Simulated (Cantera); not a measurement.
Cantera run:

```python
import numpy as np
import cantera as ct

gas_names = """
    C CH CH2 CH3 CH2OH CH3O CH4 CH3OH CO CO2 COOH C2 C2H CHCO,ketyl C2H2,acetylene C2H2,vinylidene
    CH2CO,ketene C2H3,vinyl CH3CO,acetyl C2H4 C2H4O,ethylen CH3CHO,ethanal CH3COOH (HCOOH)2 C2H5 C2H6
    CH3OCH3 C2H5OH C2O C3 C3H3,propargyl C3H4,allene C3H4,propyne C3H4,cyclo- C3H5,allyl C3H6,propylene
    C3H6,cyclo- C3H6O C3H7,n-propyl C3H7,i-propyl C3H8 C3H8O,1propanol C3H8O,2propanol C3O2 C4 C4H2
    C4H4,1,3-cyclo- C4H6,butadiene C4H6,2-butyne C4H6,cyclo- C4H8,1-butene C4H8,cis2-buten
    C4H8,tr2-butene C4H8,isobutene C4H8,cyclo- (CH3COOH)2 C4H9,n-butyl C4H9,i-butyl C4H9,s-butyl
    C4H9,t-butyl C4H10,isobutane C4H10,n-butane C5 C5H6,1,3cyclo- C5H8,cyclo- C5H10,1-pentene
    C5H10,cyclo- C5H11,pentyl C5H11,t-pentyl C5H12,n-pentane C5H12,i-pentane CH3C(CH3)2CH3 C6H2
    C6H5,phenyl C6H5O,phenoxy C6H6 C6H5OH,phenol C6H10,cyclo- C6H12,1-hexene C6H12,cyclo- C6H13,n-hexyl
    C7H7,benzyl C7H8 C7H8O,cresol C7H14,1-heptene C7H15,n-heptyl C7H16,n-heptane C8H8,styrene
    C8H10,ethylbenz C8H16,1-octene C8H17,n-octyl C8H18,isooctane C8H18,n-octane C9H19,n-nonyl
    C10H8,naphthale C10H21,n-decyl C12H9,o-bipheny C12H10,bipheny H HCO HO2 H2 HCHO,formaldehy HCOOH H2O
    H2O2 O OH O2 O3
""".split()
cond_names = """
    C(gr) C6H6(L) C7H8(L) C8H18(L),n-octa H2O(s) H2O(L)
""".split()


def load(file, names, dense=False):
    # The tables refer to 1 bar. Condensed volumes are neglected.
    table = {s.name: s for s in ct.Species.list_from_file(file)}
    out = []
    for n in names:
        d = dict(table[n].input_data)
        d["thermo"] = dict(d["thermo"], **{"reference-pressure": 1e5})
        if dense:
            d["equation-of-state"] = {"model": "constant-volume", "density": "1e6 g/cm^3"}
        out.append(ct.Species.from_dict(d))
    return out


gas = ct.Solution(thermo="ideal-gas", species=load("nasa_gas.yaml", gas_names))
cond = {s.name: ct.Solution(thermo="fixed-stoichiometry", species=[s], name=s.name)
        for s in load("nasa_condensed.yaml", cond_names, dense=True)}
atoms = {
    'toluene': {'C': 7, 'H': 8},
    'H2O': {'H': 2, 'O': 1},
    'CO2': {'C': 1, 'O': 2},
}
top_T = {'C(gr)': 4500}  # K; cautious upper limits of use, not melting points


def equilibrate(T, P, feed):
    n = {}
    for name, mol in feed.items():
        for a, k in atoms[name].items():
            n[a] = n.get(a, 0.0) + k * mol
    gas.TPX = T, P, n
    mass = sum(n.values()) * gas.mean_molecular_weight
    gas.equilibrate("TP")
    valid = [c for c in cond.values() if c.min_temp <= T <= top_T.get(c.name, c.max_temp)]
    mix = ct.Mixture([(gas, mass / gas.mean_molecular_weight)] + [(c, 0.0) for c in valid])
    mix.T, mix.P = T, P
    mix.equilibrate("TP", solver="vcs", rtol=1e-11, max_steps=5000)
    return mix


results = []
feed = {'toluene': 1, 'H2O': 0.027, 'CO2': 0.42}  # mol
T = 2473.15  # K
P = 1000  # Pa
mix = equilibrate(T, P, feed)
results.append((T, P, feed, dict(zip(mix.species_names, mix.species_moles))))
print(gas.report(threshold=0.001))
for i in range(1, mix.n_phases):
    print(f"{mix.phase(i).name:16s} {mix.phase_moles(i):12.5e} mol")
```

Output:

```
       temperature   2473.2 K
          pressure   1000 Pa
           density   0.00030057 kg/m^3
  mean mol. weight   6.1805 kg/kmol
   phase of matter   gas

                          1 kg             1 kmol
                     ---------------   ---------------
          enthalpy        1.4471e+07        8.9442e+07  J
   internal energy        1.1144e+07        6.8879e+07  J
           entropy             40025        2.4738e+05  J/K
    Gibbs function       -8.4518e+07       -5.2236e+08  J
 heat capacity c_p            5418.8             33491  J/K
 heat capacity c_v            4073.5             25177  J/K

                      mass frac. Y      mole frac. X     chem. pot. / RT
                     ---------------   ---------------   ---------------
                CO           0.73044           0.16118           -40.253
    C2H2,acetylene          0.026507         0.0062919           -31.686
                 H          0.029388           0.18019           -12.605
                H2           0.21272           0.65214            -25.21
     [ +106 minor]        0.00094337        0.00020202

C(gr)             6.48279e+00 mol
```

Equilibrium computed with Cantera from the NASA thermochemical tables; the gas is ideal and each condensed phase is pure.
